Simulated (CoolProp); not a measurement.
Properties of nitrogen along the isobar 138 bar (Tc = 126.2 K, pc = 33.96 bar, ω = 0.037).

Values from CoolProp's reference Helmholtz-energy equation of state, Span 2000.

```csv
T (K),phase,density (kg/m³),cp (kJ/(kg K)),cv (kJ/(kg K)),isothermal compressibility (1/MPa),fugacity coefficient
84.4,liquid,809.5,1.938,1.078,0.002772,0.02891
102.8,liquid,735.1,1.975,0.9974,0.004775,___
121.2,liquid,651.9,2.073,0.9421,0.009070,0.2287
139.7,supercritical,555.1,2.241,0.9066,0.01927,0.3846
158.1,supercritical,448.9,2.332,0.8816,0.03913,0.5373
176.6,supercritical,354.7,2.127,0.8552,0.05831,0.6653
195,supercritical,289.2,1.833,0.8298,0.06630,___
213.5,supercritical,245.3,1.616,___,___,0.8349
231.9,supercritical,214.8,1.476,0.7964,0.06873,0.8887
250.4,supercritical,192.0,1.381,0.7866,0.06854,0.9295
268.8,supercritical,174.5,1.316,0.7796,0.06826,0.9602
287.2,supercritical,160.3,1.269,0.7744,0.06800,0.9839
305.7,supercritical,148.6,___,0.7706,0.06780,1.002
```

### Question
Complete the blanks.

### Answer

- 102.8, fugacity coefficient: 0.1030
- 195, fugacity coefficient: 0.7623
- 213.5, cv (kJ/(kg K)): 0.8102
- 213.5, isothermal compressibility (1/MPa): 0.06843
- 305.7, cp (kJ/(kg K)): 1.233
